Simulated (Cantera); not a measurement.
Feed: 1 mol SiHCl3, 1900 mol H2, held at 1.00 bar.

These are equilibrium values from Cantera (NASA tables, ideal gas, pure condensed phases), not measurements of a reactor. Candidate condensed phases: Si; 19 gas species. Rates play no part. All values below are at 1077 °C.

Base state: H2 0.998, HCl 0.00156 (mole fractions); condensed: Si(s).

Q: What changes in the equilibrium state with this change: H2 from 1900 to 63 mol?

A: 
```tsv
species	before	after
H2	0.998	0.963
HCl	0.00156	0.0310
SiCl2	6.85e-6	0.00281
SiCl4	4.46e-9	0.000749
SiCl3	7.82e-8	0.000649
SiHCl3	1.63e-7	0.00133
SiH2Cl2	8.73e-7	0.000345
Si(s), mol	0.980	0.617
```
The tables' values for SiCl3 are old estimates; treat these amounts as uncertain.
